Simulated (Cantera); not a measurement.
Gas mixture: NO = 0.94 (molar parts), at 170 Pa, frozen composition.

Cantera's kinetic-theory transport with the Lennard-Jones parameters of GRI-Mech 3.0, ideal gas; thermal conductivity in the mixture-averaged form. The composition is frozen, though it would react at the higher temperatures.

D: mixture-averaged diffusion coefficient of that species in the mixture.

```tsv
T (K)	ρ (kg/m³)	cp (J/kg/K)	μ (µPa s)	λ (mW/m/K)	Pr	D (cm²/s) N2	D (cm²/s) CH4	D (cm²/s) CH3
400	0.00153	998.6	23.1	32.4	0.712	202	220	221
650	0.000944	1054	32.3	48.2	0.706	462	507	509
900	0.000682	1114	?	?	0.708	?	?	?
1150	0.000533	1153	47.0	76.7	0.707	1200	1320	1330
1400	0.000438	1181	53.4	89.4	0.706	1660	1830	1840
1650	0.000372	1202	59.4	101	0.706	2180	2410	2420
1900	0.000323	1219	65.1	?	0.706	?	?	?
2150	0.000285	1231	70.5	123	0.706	3380	3740	3760
```

Complete the blanks.


- 900, μ (µPa s): 40.1
- 900, λ (mW/m/K): 63.0
- 900, D (cm²/s) N2: 797
- 900, D (cm²/s) CH4: 878
- 900, D (cm²/s) CH3: 882
- 1900, λ (mW/m/K): 112
- 1900, D (cm²/s) N2: 2760
- 1900, D (cm²/s) CH4: 3050
- 1900, D (cm²/s) CH3: 3060
